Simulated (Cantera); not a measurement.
Input: 1 mol MgO, 1.2 mol CO, at 2425 K and 280 Pa.

Equilibrium computed with Cantera from the NASA thermochemical tables; the gas is ideal and each condensed phase is pure. Equilibrium is a limit: real reactors are often held back by kinetics, nucleation or transport.

```tsv
species	before	after
CO	0.427	0.652
Mg	0.303	0.178
CO2	0.185	0.140
O2	0.0401	0.00982
O	0.0375	0.0185
MgO	0.00709	0.00206
MgO(s), mol	0.393	0
```
Gas species are given as mole fractions.

What was changed between the two runs?
A) pressure from 280 Pa to 480000 Pa
B) CO from 1.2 to 4.4 mol
C) temperature from 2425 K to 873.15 K
D) CO from 1.2 to 14 mol

B, CO from 1.2 to 4.4 mol
